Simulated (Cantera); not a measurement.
**Adiabatic ignition**

An adiabatic, constant-volume homogeneous reactor starts with H2 : O2 : N2 : H2O = 1 : 1.61 : 6.06 : 1.2 (molar parts), at 1550 K and 100000 Pa.

Computed with Cantera and the H2/O2 subset of GRI-Mech 3.0, which has no nitrogen chemistry.

```json
[
 {"t (s)": "3.00e-6", "T (K)": "1550", "P (bar)": "1.000", "x H2": "0.101", "x O2": "0.163", "x H2O": "0.122", "x H2O2": "9.01e-9", "x H": "1.66e-6"},
 {"t (s)": "7.44e-6", "T (K)": "1550", "P (bar)": "1.00", "x H2": "0.101", "x O2": "0.163", "x H2O": "0.122", "x H2O2": "1.03e-7", "x H": "8.42e-5"},
 {"t (s)": "1.85e-5", "T (K)": "1725", "P (bar)": "1.10", "x H2": "0.0169", "x O2": "0.114", "x H2O": "0.188", "x H2O2": "2.02e-6", "x H": "0.0241"},
 {"t (s)": "4.58e-5", "T (K)": "2100", "P (bar)": "1.31", "x H2": "0.00761", "x O2": "0.112", "x H2O": "0.211", "x H2O2": "5.62e-7", "x H": "0.00542"},
 {"t (s)": "0.000114", "T (K)": "2269", "P (bar)": "1.40", "x H2": "0.00246", "x O2": "0.115", "x H2O": "0.224", "x H2O2": "3.65e-7", "x H": "0.000859"},
 {"t (s)": "0.000282", "T (K)": "2310", "P (bar)": "1.42", "x H2": "0.00128", "x O2": "0.116", "x H2O": "0.228", "x H2O2": "4.16e-7", "x H": "0.000317"},
 {"t (s)": "0.000698", "T (K)": "2311", "P (bar)": "1.42", "x H2": "0.00125", "x O2": "0.116", "x H2O": "0.228", "x H2O2": "4.20e-7", "x H": "0.000305"},
 {"t (s)": "0.00173", "T (K)": "2311", "P (bar)": "1.42", "x H2": "0.00125", "x O2": "0.116", "x H2O": "0.228", "x H2O2": "4.20e-7", "x H": "0.000305"},
 {"t (s)": "0.00430", "T (K)": "2311", "P (bar)": "1.42", "x H2": "0.00125", "x O2": "0.116", "x H2O": "0.228", "x H2O2": "4.20e-7", "x H": "0.000305"},
 {"t (s)": "0.0107", "T (K)": "2311", "P (bar)": "1.42", "x H2": "0.00125", "x O2": "0.116", "x H2O": "0.228", "x H2O2": "4.20e-7", "x H": "0.000305"},
 {"t (s)": "0.0264", "T (K)": "2311", "P (bar)": "1.42", "x H2": "0.00125", "x O2": "0.116", "x H2O": "0.228", "x H2O2": "4.20e-7", "x H": "0.000305"},
 {"t (s)": "0.0655", "T (K)": "2311", "P (bar)": "1.42", "x H2": "0.00125", "x O2": "0.116", "x H2O": "0.228", "x H2O2": "4.20e-7", "x H": "0.000305"},
 {"t (s)": "0.163", "T (K)": "2311", "P (bar)": "1.42", "x H2": "0.00125", "x O2": "0.116", "x H2O": "0.228", "x H2O2": "4.20e-7", "x H": "0.000305"},
 {"t (s)": "0.403", "T (K)": "2311", "P (bar)": "1.42", "x H2": "0.00125", "x O2": "0.116", "x H2O": "0.228", "x H2O2": "4.20e-7", "x H": "0.000305"},
 {"t (s)": "1.00", "T (K)": "2311", "P (bar)": "1.42", "x H2": "0.00125", "x O2": "0.116", "x H2O": "0.228", "x H2O2": "4.20e-7", "x H": "0.000305"}
]
```
x: mole fraction; the columns are a selection and need not sum to one.

```json
{
 "time_of_steepest_temperature_rise": "16.2 µs",
 "temperature at 1.00 s": "2311 K",
 "equilibrium_temperature": "2311 K",
 "x(H2) at 1.00 s": "0.00125 (gas-phase equilibrium 0.00125)",
 "x(O2) at 1.00 s": "0.116 (gas-phase equilibrium 0.116)",
 "x(H2O) at 1.00 s": "0.228 (gas-phase equilibrium 0.228)"
}
```
